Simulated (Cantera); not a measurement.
An isothermal, constant-pressure homogeneous reactor starts with C₂H₆ : N₂ : H₂O = 1 : 2.8 : 0.042 (molar parts), at 1850 K and 0.00430 bar.

Detailed kinetics in Cantera: GRI-Mech 3.0 (53 species, 325 reactions). GRI-Mech 3.0 stops at C3 and has no aromatics, soot or wall deposition, so with more carbon than oxygen in the feed, carbon stays in small species such as C2H2 where larger ones or solid carbon would form. Radical loss at walls, strong at low pressure, is not modelled.

One state of this run: x C₂H₆ = 0.0162; x H₂ = 0.112; x CH₃ = 0.0967; x CH₂ = 0.000343; x H = 0.00611. x: mole fraction; the columns are a selection and need not sum to one.

Q: Which value of t (s) does it belong to?
A. 0.134
B. 0.0546
C. 0.813
D. 0.000605

A: D, 0.000605
